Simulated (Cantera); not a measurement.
Input: 1 mol SiH₂Cl₂, 3.2 mol HCl, 1800 mol H₂, equilibrated at 0.0100 bar.

Cantera equilibrium calculation (NASA polynomials, part measured and part estimated; ideal gas, pure solids and liquids). Candidate condensed phases: Si; 19 gas species. Kinetics and transport are ignored. All values below are at 2073 K.

Base state: H₂ 0.971, H 0.0259, HCl 0.00278, Si 0.000505, Cl 5.48e-5, SiH 2.86e-5 (mole fractions); condensed: gas only.

Problem. What changes in the equilibrium state with this change: H₂ from 1800 to 7.8 mol?

Solution. 
```json
[
 {"species": "H₂", "before": "0.971", "after": "0.652"},
 {"species": "HCl", "before": "0.00278", "after": "0.245"},
 {"species": "SiCl₂", "before": "8.91e-7", "after": "0.0693"},
 {"species": "H", "before": "0.0259", "after": "0.0212"},
 {"species": "SiCl₃", "before": "<1e-9", "after": "0.000377"},
 {"species": "SiCl", "before": "3.02e-6", "after": "0.00219"},
 {"species": "Cl", "before": "5.48e-5", "after": "0.00589"}
]
```
The tables' values for SiCl, SiCl₃ are old estimates; treat these amounts as uncertain. Gases not in the tables: Si₂H₆ and higher silanes.
